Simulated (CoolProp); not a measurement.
R152A along the isobar 51 bar: density (kg/m³) from the reference equation and from simpler models built on Tc = 386.4 K, pc = 45.17 bar, ω = 0.275; each cubic takes its own stable root.

Model: reference Helmholtz-energy equation of state, Outcalt 1996, in CoolProp. It is a modified Benedict-Webb-Rubin equation, recast in Helmholtz form.

```json
[
 {"T (K)": "201.1", "phase": "liquid", "reference": "1112"},
 {"T (K)": "210", "phase": "liquid", "reference": "1096"},
 {"T (K)": "218.9", "phase": "liquid", "reference": "1079"},
 {"T (K)": "227.9", "phase": "liquid", "reference": "1062"},
 {"T (K)": "236.8", "phase": "liquid", "reference": "1045"},
 {"T (K)": "245.7", "phase": "liquid", "reference": "1027"},
 {"T (K)": "254.6", "phase": "liquid", "reference": "1009"},
 {"T (K)": "263.5", "phase": "liquid", "reference": "991.2"},
 {"T (K)": "272.5", "phase": "liquid", "reference": "972.3"},
 {"T (K)": "281.4", "phase": "liquid", "reference": "953.1"},
 {"T (K)": "290.3", "phase": "liquid", "reference": "933.2"}
]
```

### Question
How far does each simpler model (Redlich-Kwong, Soave-Redlich-Kwong) lie from the reference over these 11 states: mean and median of the absolute difference, and the worst?

### Answer
- Redlich-Kwong: mean 19.3 %, median 19.1 %, worst -20.0 % at 290.3 K and 51 bar
- Soave-Redlich-Kwong: mean 16.7 %, median 16.6 %, worst -17.2 % at 201.1 K and 51 bar
